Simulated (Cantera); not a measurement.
An isothermal, constant-pressure homogeneous reactor starts with C2H6 : N2 = 2.6 : 20 (molar parts), at 1598 K and 100.0 Torr.

Detailed kinetics in Cantera: GRI-Mech 3.0 (53 species, 325 reactions). GRI-Mech 3.0 stops at C3 and has no aromatics, soot or wall deposition, so with more carbon than oxygen in the feed, carbon stays in small species such as C2H2 where larger ones or solid carbon would form.

One state of this run: x C2H6 = 1.48e-7; x CH4 = 0.00301; x C2H4 = 0.000254; x CH2 = 6.34e-9; x C2H2 = 0.0921. x: mole fraction; the columns are a selection and need not sum to one.

Task: Which value of t (s) does it belong to?
A. 5.62
B. 0.000895
C. 0.00267
D. 0.212

Result: A, 5.62
